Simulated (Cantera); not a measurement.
Low-pressure radical oxidation in H2/O2

An isothermal, constant-pressure homogeneous reactor starts with H2 : O2 = 0.014 : 1 (molar parts), at 1325 K and 0.00260 bar.

Computed with Cantera and the H2/O2 subset of GRI-Mech 3.0, which has no nitrogen chemistry. Radical loss at walls, strong at low pressure, is not modelled.

```tsv
t (s)	x H2	x O2	x OH	x H2O2	x O	x H
0.000100	0.0138	0.986	6.16e-10	<1e-12	6.24e-10	1.47e-9
0.000444	0.0138	0.986	6.63e-9	1.20e-12	7.03e-9	3.34e-9
0.00197	0.0138	0.986	6.27e-8	2.27e-11	7.50e-8	1.26e-8
0.00877	0.0138	0.986	9.01e-6	3.81e-10	1.15e-5	1.50e-6
0.0390	8.46e-5	0.973	0.00156	3.94e-9	0.0119	0.000640
0.173	7.44e-5	0.973	0.00151	3.76e-9	0.0117	0.000606
0.770	6.78e-5	0.975	0.00144	3.69e-9	0.0106	0.000524
3.42	4.66e-5	0.978	0.00120	3.38e-9	0.00716	0.000293
15.2	1.46e-5	0.984	0.000673	2.28e-9	0.00218	4.97e-5
67.5	1.71e-6	0.986	0.000231	7.50e-10	0.000251	1.97e-6
300	1.58e-7	0.986	7.01e-5	1.35e-10	2.30e-5	5.45e-8
```
x: mole fraction; the columns are a selection and need not sum to one.

Equilibrium at this temperature and pressure: H2 3.70e-8, O2 0.986, OH 3.40e-5, H2O2 4.65e-11, O 5.40e-6, H 6.21e-9 (gas phase only).
